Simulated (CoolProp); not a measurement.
Saturated liquid density (kg/m³) of R114: the reference equation beside estimates from Tc = 420.6 K, pc = 3352 kPa, ω = 0.252.

Computed with CoolProp (reference Helmholtz-energy equation of state, Platzer 1990). This equation is an older, rougher fit; its heat capacities, sound speeds and derivatives of the liquid may be far off and weren't checked against measurements.

```
T (K)  reference  van der Waals  Redlich-Kwong  Soave-Redlich-Kwong  Peng-Robinson
-----  ---------  -------------  -------------  -------------------  -------------
321.5       1379          879.2           1256                 1314           1490
326.2       1363          868.6           1237                 1295           1469
331         1346          857.5           1217                 1275           1447
335.8       1329          846.1           1196                 1255           1424
340.6       1311          834.4           1175                 1233           1400
345.4       1293          822.2           1153                 1211           1375
350.2       1274          809.7           1131                 1188           1348
354.9       1254          796.9           1108                 1164           1322
359.7       1234          783.4           1083                 1139           1293
364.5       1212          769.3           1058                 1113           1263
369.3       1189          754.6           1031                 1085           1231
374.1       1165          739.2           1004                 1056           1197
378.8       1141          723.2          975.4                 1026           1162
383.6       1113          706.0          944.7                993.1           1124
```

Absolute difference from the reference over all 14 rows, mean and median: van der Waals 36.4 and 36.4 %, Redlich-Kwong 11.7 and 11.4 %, Soave-Redlich-Kwong 7.3 and 7.0 %, Peng-Robinson 5.2 and 5.6 %.
